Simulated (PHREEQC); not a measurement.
Nickel, zinc or cadmium bath: an equilibrium model

A solution holds 0.11 mol ZnSO4, 0.087 mol NaOH and 0.12 mol H2SO4 per kg of water, at 20 °C. Closed to the air; pH follows from the charge balance.

Computed with PHREEQC (ion-association model, phreeqc.dat).

Precipitation was switched off in this run.

**Question.** Estimate the pH, density, ionic strength.

**Answer.** pH 1.29; density 1.026 g/cm³; ionic strength 0.390 mol/kgw.

**Question.** In which forms is Na present?

**Answer.** Na+ 93 %, NaSO4- 6.7 % of the Na.

Complexes and solids missing from the database can't appear.
